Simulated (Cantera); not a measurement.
**Ignition delay**

Mixture: CH3OH : O2 : N2 = 1 : 3 : 8.1 (molar parts), equivalence ratio 0.50, at 3.55 atm, adiabatic and at constant volume. Ignition delay is the time to a rise of 400 K.

Detailed kinetics in Cantera: GRI-Mech 3.0 (53 species, 325 reactions). GRI-Mech 3.0 was tuned for natural gas; its chemistry of methanol as a main component is partial and can be far from experiment.

```csv
T0 (K),delay (ms)
1275,1.05
1350,0.380
1425,0.157
1500,0.0731
1575,0.0375
```

The apparent activation energy between 1425 and 1575 K comes out as 180 kJ/mol.
